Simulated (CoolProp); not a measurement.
Vapour-liquid equilibrium of dimethyl ether (1) + R236FA (2) at 23.95 °C; x and y are mole fractions of (1).

Computed with CoolProp (multi-fluid Helmholtz-energy mixture model, Wu 2011 and Pan 2012; pair parameters Bell 2016).

```
x     bubble pressure, mixture model (kPa)  bubble pressure, Raoult's law (kPa)  y, mixture model  y, Raoult's law
----  ------------------------------------  -----------------------------------  ----------------  ---------------
0.05                                     ?                                278.0                 ?            0.103
0.15                                 270.1                                309.0                 ?            0.278
0.25                                 280.3                                340.0                 ?            0.421
0.35                                 296.3                                371.0             0.454            0.540
0.45                                 319.7                                402.0             0.591            0.641
0.55                                     ?                                433.0                 ?            0.727
0.65                                     ?                                464.0             0.816            0.802
0.75                                 439.4                                495.0             0.894            0.867
0.85                                     ?                                526.0             0.950            0.925
0.95                                 546.4                                557.0             0.987            0.976
```

### Question
Fill in the missing entries.

### Answer

- 0.05, bubble pressure, mixture model (kPa): 264.3
- 0.05, y, mixture model: 0.056
- 0.15, y, mixture model: 0.179
- 0.25, y, mixture model: 0.314
- 0.55, bubble pressure, mixture model (kPa): 351.4
- 0.55, y, mixture model: 0.714
- 0.65, bubble pressure, mixture model (kPa): 391.6
- 0.85, bubble pressure, mixture model (kPa): 492.3

The largest gap from Raoult's law is -20.5 % in bubble pressure, at x = 0.45. No azeotrope shows between x = 0.05 and 0.95.

Pair parameters are fitted to limited data, so mixtures are less certain than the pure fluids.
